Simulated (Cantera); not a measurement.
A perfectly stirred reactor is fed with 22.2 % H₂, 16.3 % O₂, 61.3 % N₂, 0.109 % NO, at 1.01 bar; it is adiabatic with a 675 K inlet, and is followed from long to short residence time, starting on the burning branch (τ in s: 0.056, 0.032, 0.018, 0.01, 0.0058, 0.0033, 0.0019, 0.0011, 0.00061, 0.00035, 0.0002, 0.00011, 6.4e-05).

Detailed kinetics in Cantera: GRI-Mech 3.0 (53 species, 325 reactions). The mechanism lacks 2 NO + O2 → 2 NO2 and HONO, so NO2 and the effect of NO are under-described below about 1400 K.

x: mole fraction; the columns are a selection and need not sum to one.

```
τ (s)    T (K)     x H₂    x O₂     x NO     x OH       x H   x H₂O₂   x N₂
-------  -----  -------  ------  -------  -------  --------  -------  -----
0.056     2255  0.00190  0.0563        ?  0.00742  0.000382  2.28e-7  0.687
0.032     2253  0.00207  0.0566        ?  0.00772  0.000434  2.27e-7  0.687
0.018     2248  0.00236  0.0567        ?  0.00819  0.000528  2.26e-7  0.687
0.010     2239  0.00286  0.0568        ?  0.00891  0.000707  2.27e-7  0.686
0.0058    2226  0.00361  0.0568        ?  0.00984   0.00101  2.33e-7  0.686
0.0033    2205  0.00477  0.0569  0.00147   0.0111   0.00156  2.49e-7  0.685
0.0019    2176  0.00636  0.0570  0.00139   0.0124   0.00247  2.78e-7  0.683
0.0011    2137  0.00844  0.0573  0.00133   0.0138   0.00392  3.23e-7  0.681
0.00061   2081   0.0112  0.0579  0.00128   0.0150   0.00635  3.97e-7  0.678
0.00035   2015   0.0142  0.0588  0.00125   0.0158   0.00970  5.04e-7  0.674
0.00020   1936   0.0175  0.0602  0.00123   0.0160    0.0143  6.74e-7  0.670
0.00011   1838   0.0212  0.0621  0.00122   0.0155    0.0206  9.91e-7  0.665
6.4e-5    1739   0.0249  0.0646  0.00120   0.0144    0.0274  1.50e-6  0.660
```

### Question
What belongs in the gaps?

### Answer

- 0.056, x NO: 0.00303
- 0.032, x NO: 0.00245
- 0.018, x NO: 0.00204
- 0.010, x NO: 0.00176
- 0.0058, x NO: 0.00159
